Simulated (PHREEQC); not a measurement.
Make-up at 25 °C: 41 mmol/kgw MgSO4, 5.9 mmol/kgw CaCl2 and 170 mmol/kgw LiCl. Closed to the air; pH follows from the charge balance.

All values are PHREEQC results (ion-association model, phreeqc.dat), not measurements.

No solid was allowed to form.

### Question
Predict the ionic strength, density.

### Answer
ionic strength 0.290 mol/kgw; density 1.007 g/cm³.

### Question
In which forms is Ca present?

### Answer
Ca+2 78 %, CaSO4 22 % of the Ca.

Species that the database lacks are ignored.
